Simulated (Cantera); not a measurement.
A perfectly stirred reactor is fed with C2H4 : O2 : N2 : CO2 = 1 : 2.5 : 9.4 : 0.95 (molar parts), at 101000 Pa; it is adiabatic with a 450 K inlet, and is followed from long to short residence time, starting on the burning branch (τ in s: 0.026, 0.015, 0.0084, 0.0048, 0.0027, 0.0016, 0.0009, 0.00051, 0.00029, 0.00017, 9.6e-05).

Computed with Cantera and GRI-Mech 3.0 (53 species, 325 reactions). GRI-Mech 3.0 was tuned for natural gas; its chemistry of ethylene as a main component is partial and can be far from experiment.

Task: Predict: blow-out, bracketed by the residence times tried; x(C2H4) at τ = 26.0 ms; x(O2) at τ = 26.0 ms; x(CO2) at τ = 26.0 ms; x(CO) at τ = 26.0 ms; x(H2) at τ = 26.0 ms; x(C2H4) at τ = 1.60 ms; x(O2) at τ = 1.60 ms; x(CO2) at τ = 1.60 ms; x(CO) at τ = 1.60 ms; x(H2) at τ = 1.60 ms.

Result: 
- blow-out, bracketed by the residence times tried: burning at 96.0 µs, the shortest tried
- x(C2H4) at τ = 26.0 ms: 4.26e-6
- x(O2) at τ = 26.0 ms: 0.00279
- x(CO2) at τ = 26.0 ms: 0.138
- x(CO) at τ = 26.0 ms: 0.0658
- x(H2) at τ = 26.0 ms: 0.0109
- x(C2H4) at τ = 1.60 ms: 3.34e-5
- x(O2) at τ = 1.60 ms: 0.00917
- x(CO2) at τ = 1.60 ms: 0.127
- x(CO) at τ = 1.60 ms: 0.0751
- x(H2) at τ = 1.60 ms: 0.0137
